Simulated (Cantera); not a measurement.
Feed: 1 mol C₆H₆, 0.34 mol O₂, 24 mol N₂, held at 700 °C.

Equilibrium computed with Cantera from the NASA thermochemical tables; the gas is ideal and each condensed phase is pure. Candidate condensed phases: C, C₆H₆, C₇H₈, C₈H₁₈, H₂O; 136 gas species. The numbers say what is thermodynamically allowed, not how fast it happens.

Q: At 46.0 mbar, list the 5 most abundant gas species with their mole fractions, and the condensed phases.

A: N₂ 0.867, H₂ 0.108, CO 0.0244, H₂O 7.55e-5, CH₄ 6.91e-5. Condensed: C(graphite).
